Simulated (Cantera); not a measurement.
A Cantera script and what it prints.

```python
import numpy as np
import cantera as ct

gas_names = """
    CL CLO CL2 H HCL HOCL HO2 H2 H2O H2O2 O OH O2 O3
""".split()
cond_names = """
    H2O(s) H2O(L)
""".split()


# ... load() reads the species with a 1 bar reference pressure and builds the phases ...
atoms = {
    'HCl': {'H': 1, 'CL': 1},
    'H2O': {'H': 2, 'O': 1},
    'H2': {'H': 2},
}
top_T = {}  # K; cautious upper limits of use, not melting points


# ... equilibrate(T, P, feed) seeds the gas with the atoms and calls Mixture.equilibrate('TP', solver="vcs", rtol=1e-11, max_steps=5000) ...
results = []
feed = {'HCl': 1, 'H2O': 0.83, 'H2': 1.1}  # mol
P = 170  # Pa
for T in [1823, 1848, 1873, 1898, 1923, 1948, 1973, 1998, 2023, 2048, 2073]:
    mix = equilibrate(T, P, feed)
    results.append((T, P, feed, dict(zip(mix.species_names, mix.species_moles))))
    x = sorted(zip(gas.X, gas.species_names), reverse=True)
    print(f"T = {T:g} K  P = {P:g} Pa  gas = {mix.phase_moles(0):.4g} mol")
    print("   x: " + "  ".join(f"{s} {v:.3e}" for v, s in x if v > 0.0001))
    print("   condensed (mol): " + ("  ".join(f"{mix.phase(i).name} {mix.phase_moles(i):.4g}"
          for i in range(1, mix.n_phases) if mix.phase_moles(i) > 1e-12) or "none"))
```

It prints:

```
T = 1823 K  P = 170 Pa  gas = 2.946 mol
   x: H2 3.725e-01  HCL 3.350e-01  H2O 2.814e-01  H 6.413e-03  CL 4.400e-03  OH 3.371e-04
   condensed (mol): none
T = 1848 K  P = 170 Pa  gas = 2.95 mol
   x: H2 3.718e-01  HCL 3.336e-01  H2O 2.809e-01  H 7.842e-03  CL 5.348e-03  OH 4.357e-04
   condensed (mol): none
T = 1873 K  P = 170 Pa  gas = 2.955 mol
   x: H2 3.711e-01  HCL 3.320e-01  H2O 2.803e-01  H 9.535e-03  CL 6.462e-03  OH 5.593e-04
   condensed (mol): none
T = 1898 K  P = 170 Pa  gas = 2.96 mol
   x: H2 3.702e-01  HCL 3.301e-01  H2O 2.797e-01  H 1.153e-02  CL 7.764e-03  OH 7.130e-04
   condensed (mol): none
T = 1923 K  P = 170 Pa  gas = 2.966 mol
   x: H2 3.691e-01  HCL 3.279e-01  H2O 2.789e-01  H 1.388e-02  CL 9.277e-03  OH 9.030e-04
   condensed (mol): none
T = 1948 K  P = 170 Pa  gas = 2.973 mol
   x: H2 3.678e-01  HCL 3.253e-01  H2O 2.780e-01  H 1.662e-02  CL 1.102e-02  OH 1.136e-03
   condensed (mol): none
T = 1973 K  P = 170 Pa  gas = 2.981 mol
   x: H2 3.664e-01  HCL 3.224e-01  H2O 2.769e-01  H 1.981e-02  CL 1.303e-02  OH 1.421e-03
   condensed (mol): none
T = 1998 K  P = 170 Pa  gas = 2.991 mol
   x: H2 3.647e-01  HCL 3.190e-01  H2O 2.756e-01  H 2.350e-02  CL 1.531e-02  OH 1.767e-03
   condensed (mol): none
T = 2023 K  P = 170 Pa  gas = 3.002 mol
   x: H2 3.628e-01  HCL 3.152e-01  H2O 2.741e-01  H 2.774e-02  CL 1.790e-02  OH 2.183e-03  O 1.213e-04
   condensed (mol): none
T = 2048 K  P = 170 Pa  gas = 3.015 mol
   x: H2 3.605e-01  HCL 3.108e-01  H2O 2.723e-01  H 3.261e-02  CL 2.082e-02  OH 2.682e-03  O 1.752e-04
   condensed (mol): none
T = 2073 K  P = 170 Pa  gas = 3.03 mol
   x: H2 3.580e-01  HCL 3.059e-01  H2O 2.702e-01  H 3.817e-02  CL 2.407e-02  OH 3.276e-03  O 2.507e-04
   condensed (mol): none
```

These are equilibrium values from Cantera (NASA tables, ideal gas, pure condensed phases), not measurements of a reactor.
